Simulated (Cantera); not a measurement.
Charge: 1 mol SiO₂, 0.98 mol C, 6.5 mol N₂, held at 625 °C.

Equilibrium computed with Cantera from the NASA thermochemical tables; the gas is ideal and each condensed phase is pure. Candidate condensed phases: C, Si, SiC, SiO₂, Si₂N₂O, Si₃N₄; 34 gas species. N₂ is the only nitrogen source here; it is nearly inert below about 1500 K, so the nitride shown seldom forms there in practice. Kinetics and transport are ignored.

log p: log10 of the partial pressure in bar; n: condensed amount in mol.

```
P (Pa)     log p N₂    log p CO   log p CO₂  n C(graphite)  n SiO₂(β-quartz)  n Si₂N₂O(s)
-------  ----------  ----------  ----------  -------------  ----------------  -----------
10            -4.01       -5.81      -10.86          0.879             0.933       0.0337
36            -3.45       -5.63      -10.48          0.937             0.971       0.0143
130      (withheld)  (withheld)  (withheld)          0.962             0.988   (withheld)
460           -2.34       -5.26       -9.75          0.972             0.995      0.00261
1700          -1.77       -5.07       -9.37          0.977             0.998      0.00109
6000          -1.22       -4.88       -9.00          0.979             0.999     0.000471
22000    (withheld)  (withheld)  (withheld)          0.979             1.000   (withheld)
77000         -0.11       -4.52       -8.26          0.980             1.000      8.60e-5
280000         0.45       -4.33       -7.89          0.980             1.000            0
1000000        1.00       -4.14       -7.52          0.980             1.000            0
```

**Question.** Fill in the missing entries.

**Answer.** 
- 130, log p N₂: -2.89
- 130, log p CO: -5.44
- 130, log p CO₂: -10.11
- 130, n Si₂N₂O(s): 0.00607
- 22000, log p N₂: -0.66
- 22000, log p CO: -4.70
- 22000, log p CO₂: -8.63
- 22000, n Si₂N₂O(s): 0.000198
